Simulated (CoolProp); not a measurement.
Vapour-liquid equilibrium of acetone (1) + ethanol (2) at 28.7 kPa; x and y are mole fractions of (1).

Model: multi-fluid Helmholtz-energy mixture model, Lemmon 2006 and Schroeder 2014; pair parameters Bell 2016, in CoolProp.

```tsv
x	bubble temperature, mixture model (K)	bubble temperature, Raoult's law (K)	y, mixture model	y, Raoult's law
0.05	318.5	320.8	0.220	0.131
0.125	…	318.2	…	0.298
0.2	310.4	315.6	0.553	0.434
0.275	…	313.3	…	0.545
0.35	305.8	311.1	0.696	0.637
0.425	304.3	309.0	0.742	0.712
0.5	302.9	307.0	0.780	0.775
0.575	301.8	305.2	…	0.827
0.65	…	303.4	0.844	0.870
0.725	299.8	301.8	0.875	0.907
0.8	298.9	300.3	…	0.938
0.875	298.0	298.8	0.939	0.964
0.95	297.1	297.5	0.974	0.987
```

Complete the blanks.


- 0.125, bubble temperature, mixture model (K): 313.8
- 0.125, y, mixture model: 0.427
- 0.275, bubble temperature, mixture model (K): 307.8
- 0.275, y, mixture model: 0.636
- 0.575, y, mixture model: 0.813
- 0.65, bubble temperature, mixture model (K): 300.8
- 0.8, y, mixture model: 0.906

The largest gap from Raoult's law is -5.5 K in bubble temperature, at x = 0.275. No azeotrope shows between x = 0.05 and 0.95.

Pair parameters are fitted to limited data, so mixtures are less certain than the pure fluids.
